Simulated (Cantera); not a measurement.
Charge: 1 mol HMDSO, a varied amount of N₂O, 28 mol H₂, equilibrated at 825 K and 49.0 Pa.

Method: chemical equilibrium by Gibbs-energy minimisation in Cantera with the NASA 1993 tables (ideal gas, pure condensed phases). Candidate condensed phases: C, C₆H₆, C₇H₈, C₈H₁₈, H₂O, Si, SiC, SiO₂, Si₂N₂O, Si₃N₄; 151 gas species. The feed counts by its element totals alone. Rates play no part.

Q: At 0.94 mol N₂O, list the 4 most abundant gas species with their mole fractions, and the condensed phases.

A: H₂ 0.993, N₂ 0.00676, CH₄ 0.000437, CO 0.000121. Condensed: C(graphite) + SiO₂(α-quartz) + Si₂N₂O(s).
